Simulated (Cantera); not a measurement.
Formation from one mole of Cl2

Standard-state values (1 bar) from the NASA 1993 polynomials, evaluated with Cantera. Values are per mole of reaction as written; species without (g) are pure solids or liquids, kept so even where they would boil at 1 bar.

2 K + Cl2(g) → 2 KCl(g)

```csv
T (K),ΔH° (kJ),ΔS° (J/K),ΔG° (kJ),log10 K
373,-435.8,106.7,-475.6,66.60
423,-437.0,103.6,-480.8,59.37
473,-438.2,101.0,-485.9,53.66
523,-439.3,98.7,-490.9,49.03
573,-440.4,96.6,-495.8,45.20
623,-441.5,94.8,-500.6,41.97
673,-442.6,93.2,-505.3,39.22
723,-443.6,91.7,-509.9,36.84
773,-444.7,90.3,-514.5,34.76
823,-445.7,88.9,-519.0,32.94
```

0.6667 Ti + Cl2(g) → 0.6667 TiCl3

```json
[
 {"T (K)": "373", "ΔH° (kJ)": "-480.2", "ΔS° (J/K)": "-147.3", "ΔG° (kJ)": "-425.2", "log10 K": "59.54"},
 {"T (K)": "423", "ΔH° (kJ)": "-479.5", "ΔS° (J/K)": "-145.7", "ΔG° (kJ)": "-417.9", "log10 K": "51.60"},
 {"T (K)": "473", "ΔH° (kJ)": "-478.9", "ΔS° (J/K)": "-144.3", "ΔG° (kJ)": "-410.6", "log10 K": "45.34"},
 {"T (K)": "523", "ΔH° (kJ)": "-478.2", "ΔS° (J/K)": "-143.0", "ΔG° (kJ)": "-403.4", "log10 K": "40.29"},
 {"T (K)": "573", "ΔH° (kJ)": "-477.6", "ΔS° (J/K)": "-141.9", "ΔG° (kJ)": "-396.3", "log10 K": "36.13"},
 {"T (K)": "623", "ΔH° (kJ)": "-477.0", "ΔS° (J/K)": "-140.8", "ΔG° (kJ)": "-389.2", "log10 K": "32.64"},
 {"T (K)": "673", "ΔH° (kJ)": "-476.4", "ΔS° (J/K)": "-139.9", "ΔG° (kJ)": "-382.2", "log10 K": "29.67"},
 {"T (K)": "723", "ΔH° (kJ)": "-475.7", "ΔS° (J/K)": "-139.0", "ΔG° (kJ)": "-375.3", "log10 K": "27.11"},
 {"T (K)": "773", "ΔH° (kJ)": "-475.1", "ΔS° (J/K)": "-138.1", "ΔG° (kJ)": "-368.3", "log10 K": "24.89"},
 {"T (K)": "823", "ΔH° (kJ)": "-474.5", "ΔS° (J/K)": "-137.3", "ΔG° (kJ)": "-361.4", "log10 K": "22.94"}
]
```

Mg + Cl2(g) → MgCl2(g)

| T (K) | ΔH° (kJ) | ΔS° (J/K) | ΔG° (kJ) | log10 K |
|---|---|---|---|---|
| 373 | -392.6 | 21.0 | -400.4 | 56.08 |
| 423 | -392.7 | 20.7 | -401.5 | 49.58 |
| 473 | -392.9 | 20.3 | -402.5 | 44.45 |
| 523 | -393.0 | 20.0 | -403.5 | 40.30 |
| 573 | -393.2 | 19.7 | -404.5 | 36.87 |
| 623 | -393.4 | 19.4 | -405.5 | 34.00 |
| 673 | -393.6 | 19.0 | -406.4 | 31.55 |
| 723 | -393.9 | 18.7 | -407.4 | 29.43 |
| 773 | -394.2 | 18.3 | -408.3 | 27.59 |
| 823 | -394.5 | 17.9 | -409.2 | 25.97 |

0.6667 Ti + Cl2(g) → 0.6667 TiCl3(g)

```tsv
T (K)	ΔH° (kJ)	ΔS° (J/K)	ΔG° (kJ)	log10 K
373	-359.7	-32.7	-347.5	48.66
423	-359.7	-32.8	-345.8	42.71
473	-359.7	-32.8	-344.2	38.01
523	-359.7	-32.8	-342.6	34.21
573	-359.7	-32.8	-340.9	31.08
623	-359.7	-32.7	-339.3	28.45
673	-359.7	-32.7	-337.7	26.21
723	-359.7	-32.8	-336.0	24.28
773	-359.7	-32.8	-334.4	22.59
823	-359.8	-32.8	-332.7	21.12
```
